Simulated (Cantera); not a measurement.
Gas mixture: 50.7 % C3H8, 49.3 % CH3OH, at 0.0133 bar, frozen composition.

Cantera's kinetic-theory transport with the Lennard-Jones parameters of GRI-Mech 3.0, ideal gas; thermal conductivity in the mixture-averaged form. Polar gases are described roughly by these parameters. The composition is frozen, though it would react at the higher temperatures.

D: mixture-averaged diffusion coefficient of that species in the mixture.

| T (K) | ρ (kg/m³) | cp (J/kg/K) | μ (µPa s) | λ (mW/m/K) | Pr | D (cm²/s) N2 | D (cm²/s) H2O | D (cm²/s) OH |
|---|---|---|---|---|---|---|---|---|
| 400 | 0.0153 | 1915 | 11.8 | … | 0.769 | 17.0 | 17.7 | 25.9 |
| 550 | 0.0111 | 2426 | 15.9 | … | 0.770 | 30.1 | 33.1 | 45.6 |
| 700 | 0.00874 | 2855 | 19.7 | … | 0.773 | 45.9 | 52.7 | 69.3 |
| 850 | 0.00720 | 3193 | 23.1 | … | 0.773 | 64.1 | 75.8 | 96.7 |
| 1000 | 0.00612 | 3479 | 26.3 | … | 0.774 | 84.6 | 102 | 127 |
| 1150 | 0.00532 | 3692 | 29.3 | … | 0.771 | 107 | 132 | 161 |
| 1300 | 0.00471 | 3874 | 32.1 | … | 0.769 | 132 | 164 | 198 |
| 1450 | 0.00422 | 4031 | 34.7 | … | 0.767 | 158 | 199 | 238 |
| 1600 | 0.00382 | 4164 | 37.2 | … | 0.767 | 187 | 236 | 280 |

**Question.** Complete the blanks.

**Answer.** 
- 400, λ (mW/m/K): 29.4
- 550, λ (mW/m/K): 50.2
- 700, λ (mW/m/K): 72.7
- 850, λ (mW/m/K): 95.6
- 1000, λ (mW/m/K): 118
- 1150, λ (mW/m/K): 140
- 1300, λ (mW/m/K): 162
- 1450, λ (mW/m/K): 182
- 1600, λ (mW/m/K): 202
